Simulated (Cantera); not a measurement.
A perfectly stirred reactor is fed with CH4 : H2 : H = 0.032 : 1 : 0.016 (molar parts), at 0.0370 bar; it is held at 1273 K, and followed from long to short residence time.

Detailed kinetics in Cantera: GRI-Mech 3.0 (53 species, 325 reactions). GRI-Mech 3.0 stops at C3 and has no aromatics, soot or wall deposition, so with more carbon than oxygen in the feed, carbon stays in small species such as C2H2 where larger ones or solid carbon would form. Radical loss at walls, strong at low pressure, is not modelled.

Q: What does this change do: CH4 0.032 to 0.25 parts?

A: 
```csv
quantity,before,after
x(CH4) at τ = 1.10 s,0.0271,0.186
x(H2) at τ = 1.10 s,0.971,0.808
x(H) at τ = 1.10 s,0.000146,2.41e-5
x(CH3) at τ = 1.10 s,7.88e-5,0.000107
x(C2H2) at τ = 1.10 s,0.00138,0.00293
x(CH4) at τ = 18.0 ms,0.0288,0.190
x(H2) at τ = 18.0 ms,0.969,0.805
x(H) at τ = 18.0 ms,0.00106,0.000178
x(CH3) at τ = 18.0 ms,0.000594,0.000788
x(C2H2) at τ = 18.0 ms,0.000295,0.000408
```
